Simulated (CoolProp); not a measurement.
Vapour pressure (MPa) of ethylene: the reference equation beside estimates from Tc = 282.4 K, pc = 5.042 MPa, ω = 0.087.

Values from CoolProp's reference Helmholtz-energy equation of state, Smukala 2000.

```csv
T (K),reference,van der Waals,Peng-Robinson
154.1,0.03725,0.2478,0.03848
159.5,0.05438,0.3065,0.05576
164.9,0.07721,0.3741,0.07868
170.3,0.1069,0.4514,0.1084
175.8,0.1457,0.5406,0.1471
181.2,0.1933,0.6390,0.1946
186.6,0.2521,0.7487,0.2531
192,0.3234,0.8703,0.3240
197.4,0.4088,1.004,0.4091
202.8,0.5100,1.151,0.5099
208.2,0.6286,1.311,0.6282
213.7,0.7691,1.488,0.7685
219.1,0.9280,1.676,0.9275
224.5,1.110,1.879,1.109
```

Absolute difference from the reference over all 14 rows, mean and median: van der Waals 230.5 and 183.0 %, Peng-Robinson 0.8 and 0.3 %.
